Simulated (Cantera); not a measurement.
Feed: 1 mol AlI₃, 24 mol N₂, held at 1625 °C and 0.000160 bar.

Equilibrium computed with Cantera from the NASA thermochemical tables; the gas is ideal and each condensed phase is pure. Candidate condensed phases: Al, AlI₃, AlN, I₂; 10 gas species. Kinetics and transport are ignored.

Base state: N₂ 0.872, I 0.0914, Al 0.0187, AlI 0.0176 (mole fractions); condensed: gas only.

Question: What changes in the equilibrium state with this change: pressure from 0.000160 bar to 0.210 bar?

Answer: 
```csv
species,before,after
N₂,0.872,0.889
I,0.0914,0.0795
AlI,0.0176,0.0316
Al,0.0187,2.94e-5
AlI₃,<1e-9,6.30e-5
I₂,6.43e-8,6.39e-5
"AlN(s), mol",0,0.147
```
